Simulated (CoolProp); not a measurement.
Computed with CoolProp (reference Helmholtz-energy equation of state, Lemmon 2003). It is a pseudo-pure fit of the blend.

Task: For R407C, give the phase and the density (kg/m³), cp (kJ/(kg K)), viscosity (µPa s), conductivity (mW/(m K)) at 32.35 °C and 85.1 bar; 58.25 °C and 85.1 bar; 226.85 °C and 85.1 bar.

Result: 
- 32.35 °C and 85.1 bar: liquid; density 1160, cp 1.46, viscosity 160, conductivity 87.1
- 58.25 °C and 85.1 bar: liquid; density 1050, cp 1.59, viscosity 120, conductivity 76.9
- 226.85 °C and 85.1 bar: supercritical; density 214, cp 1.37, viscosity 27.1, conductivity 36.2

Viscosity comes from a separate model (Geller 2000). Thermal conductivity comes from a separate model (Geller 2001).
